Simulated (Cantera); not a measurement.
A Cantera script and its output.

```python
import numpy as np
import cantera as ct

gas = ct.Solution("gri30.yaml", transport_model="mixture-averaged")
show = ['H', 'H2', 'C2H2']

rows = []
print(f"{'T/K':>7s}{'rho':>11s}{'cp':>10s}{'mu':>11s}{'lambda':>11s}{'Pr':>7s}" + "".join(f"{'D_' + s:>11s}" for s in show))
for T in [400, 600, 800, 1000, 1200, 1400, 1600, 1800]:
    gas.TPX = T, 10000, {'CH4': 0.19, 'C2H4': 0.14}
    Pr = gas.cp_mass * gas.viscosity / gas.thermal_conductivity
    D = [gas.mix_diff_coeffs_mole[gas.species_index(s)] for s in show]
    rows.append([gas.density, gas.cp_mass, gas.viscosity, gas.thermal_conductivity, Pr, *D])
    print(f"{T:7g}{gas.density:11.4e}{gas.cp_mass:10.1f}{gas.viscosity:11.4e}"
          f"{gas.thermal_conductivity:11.4e}{Pr:7.3f}" + "".join(f"{d:11.4e}" for d in D))
print("SI units: kg/m3, J/kg/K, Pa s, W/m/K, m2/s")
```

Result:

```
    T/K        rho        cp         mu     lambda     Pr        D_H       D_H2     D_C2H2
    400 6.3560e-02    2160.5 1.3970e-05 4.2588e-02  0.709 1.7416e-03 1.1377e-03 2.6055e-04
    600 4.2373e-02    2859.9 1.9427e-05 7.7339e-02  0.718 3.5783e-03 2.2644e-03 5.4274e-04
    800 3.1780e-02    3427.1 2.4106e-05 1.1485e-01  0.719 5.8831e-03 3.6680e-03 8.9876e-04
   1000 2.5424e-02    3893.6 2.8276e-05 1.5244e-01  0.722 8.6032e-03 5.3211e-03 1.3198e-03
   1200 2.1187e-02    4258.1 3.2086e-05 1.8910e-01  0.723 1.1704e-02 7.2047e-03 1.8001e-03
   1400 1.8160e-02    4549.1 3.5625e-05 2.2443e-01  0.722 1.5160e-02 9.3049e-03 2.3356e-03
   1600 1.5890e-02    4780.7 3.8955e-05 2.5830e-01  0.721 1.8951e-02 1.1610e-02 2.9231e-03
   1800 1.4124e-02    4965.3 4.2116e-05 2.9068e-01  0.719 2.3064e-02 1.4112e-02 3.5602e-03
SI units: kg/m3, J/kg/K, Pa s, W/m/K, m2/s
```

Cantera simulation using GRI-Mech 3.0 (53 species, 325 reactions); the numbers are that mechanism's predictions, not measurements. The composition is frozen, though it would react at the higher temperatures.
